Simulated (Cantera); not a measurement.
A freely propagating, adiabatic, planar premixed flame of H2 : O2 : N2 = 1 : 0.581 : 2.19 (molar parts), equivalence ratio 0.86, unburnt at 450 K and 750 Torr; mixture-averaged transport, grid criteria slope 0.08 and curve 0.16, no radiation.

Detailed kinetics in Cantera: the H2/O2 subset of GRI-Mech 3.0, which has no nitrogen chemistry. Burning velocities carry a grid error of a few per cent, more on coarse grids.

Question: What does this change do: inlet temperature 450 to 400 K?

Answer: 
```csv
quantity,before,after
laminar burning velocity,382 cm/s,309 cm/s
thermal thickness,0.406 mm,0.384 mm
peak x(O),0.0120,0.0112
peak x(HO2),0.000408,0.000438
peak x(H),0.0383,0.0354
```

Question: What does this change do: 0.085 parts H2O added?

Answer: 
| quantity | before | after |
|---|---|---|
| laminar burning velocity | 382 cm/s | 361 cm/s |
| thermal thickness | 0.406 mm | 0.393 mm |
| peak x(O) | 0.0120 | 0.0107 |
| peak x(HO2) | 0.000408 | 0.000440 |
| peak x(H) | 0.0383 | 0.0344 |

Question: What does this change do: O2 0.581 to 0.46 parts?

Answer: 
```
quantity                    before     after
------------------------  --------  --------
laminar burning velocity  382 cm/s  372 cm/s
thermal thickness         0.406 mm  0.441 mm
peak x(O)                   0.0120   0.00784
peak x(HO2)               0.000408  0.000357
peak x(H)                   0.0383    0.0451
```
